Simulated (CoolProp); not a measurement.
Vapour-liquid equilibrium of sulfur hexafluoride (1) + R113 (2) at 277.5 K; x and y are mole fractions of (1).

Computed with CoolProp (multi-fluid Helmholtz-energy mixture model, Guder 2009 and Marx 1992; pair parameters Bell 2016).

```
x     bubble pressure, mixture model (kPa)  bubble pressure, Raoult's law (kPa)  y, mixture model  y, Raoult's law
----  ------------------------------------  -----------------------------------  ----------------  ---------------
0.05                            (withheld)                                88.02             0.872            0.800
0.2                                  270.1                                296.6        (withheld)            0.950
0.35                                 335.9                                505.1             0.946            0.976
0.5                                  450.8                                713.7             0.966            0.987
0.65                            (withheld)                                922.2             0.983            0.993
0.8                                  958.2                                 1131             0.994            0.997
0.95                            (withheld)                                 1339             0.999            0.999
```

**Question.** Complete the blanks.

**Answer.** 
- 0.05, bubble pressure, mixture model (kPa): 148.6
- 0.2, y, mixture model: 0.930
- 0.65, bubble pressure, mixture model (kPa): 653.2
- 0.95, bubble pressure, mixture model (kPa): 1305

The largest gap from Raoult's law is +68.8 % in bubble pressure, at x = 0.05. No azeotrope shows between x = 0.05 and 0.95.

Pair parameters are fitted to limited data, so mixtures are less certain than the pure fluids. The gap from Raoult's law changes sign with composition, which may be real or a fault of the pair parameters; it wasn't checked against measurements. With so large a gap from Raoult's law the liquid may split in two, which this calculation doesn't test in full.
